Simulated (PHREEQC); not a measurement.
A solution holds 140 mmol/kgw NH3 and 11 mmol/kgw K3PO4, at 25 °C. Closed to the air; pH follows from the charge balance.

The numbers come from PHREEQC with the ion-association model, wateq4f.dat.

* **pH**: 11.76
* **ionic strength**: 0.0530 mol/kgw
* **total alkalinity**: 162 meq/kg

| species | molality | activity | log γ |
|---|---|---|---|
| NH3 | 0.140 | 0.140 | 0.000 |
| K+ | 0.0328 | 0.0266 | -0.092 |
| OH- | 0.00710 | 0.00573 | -0.093 |
| HPO4-2 | 0.00640 | 0.00292 | -0.341 |
| PO4-3 | 0.00442 | 0.000756 | -0.767 |
| NH4+ | 0.000521 | 0.000426 | -0.087 |

This is a speciation only: nothing precipitates in the calculation. H3PO4, which wateq4f.dat lacks, is added to it with the constant of phreeqc.dat.
